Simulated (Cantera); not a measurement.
**Chemical vapour transport: MgO + Br₂**

Input: 1 mol MgO, 0.21 mol Br₂, equilibrated at 0.133 bar.

These are equilibrium values from Cantera (NASA tables, ideal gas, pure condensed phases), not measurements of a reactor. Candidate condensed phases: Br₂, Mg, MgBr₂, MgO; 10 gas species. Rates play no part.

```tsv
T (°C)	x Br₂	x Br	x MgBr₂	x O₂	x O	x MgBr	n MgO(s)
502	0.999	0.000517	7.88e-8	3.94e-8	<1e-12	<1e-12	1.00
577	0.998	0.00197	8.78e-7	4.39e-7	<1e-12	<1e-12	1.00
652	0.994	0.00602	6.58e-6	3.29e-6	<1e-12	<1e-12	1.000
727	0.984	0.0156	3.61e-5	1.81e-5	1.83e-12	<1e-12	1.000
802	0.965	0.0351	0.000154	7.72e-5	3.16e-11	<1e-12	1.000
877	0.929	0.0706	0.000537	0.000268	3.73e-10	<1e-12	1.000
952	0.869	0.128	0.00156	0.000782	3.22e-9	7.78e-12	1.000
1027	0.781	0.213	0.00388	0.00194	2.14e-8	9.84e-11	0.999
1102	0.664	0.324	0.00833	0.00417	1.13e-7	9.29e-10	0.998
1177	0.526	0.451	0.0155	0.00777	4.85e-7	6.82e-9	0.996
1252	0.384	0.578	0.0254	0.0127	1.75e-6	4.03e-8	0.992
1327	0.259	0.686	0.0367	0.0184	5.38e-6	1.97e-7	0.988
```
x: gas mole fraction; n: condensed amount in mol.

From 502 °C to 1327 °C the condensed part is MgO(s). The main Mg-bearing gas is MgBr₂ throughout.
